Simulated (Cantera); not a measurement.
## Halide evaporation, hydrolysis and transport: NaI + H₂

Feed: 1 mol NaI, 0.19 mol H₂, equilibrated at 1000 °C and 0.000760 bar.

Equilibrium computed with Cantera from the NASA thermochemical tables; the gas is ideal and each condensed phase is pure. Candidate condensed phases: I₂, Na, NaI; 9 gas species. Gases not in the tables: NaBr and NaI dimers. Rates play no part.

* **x(NaI)**: 0.833
* **x(H₂)**: 0.159
* **x(Na)**: 0.00428
* **x(I)**: 0.00382
* **x(HI)**: 0.000466
* **x(H)**: 1.03e-5
* **gas amount**: 1.195 mol
* **log10 activity of Na(l) (absent)**: -5.84
* **log10 activity of I₂(l) (absent)**: -12.52
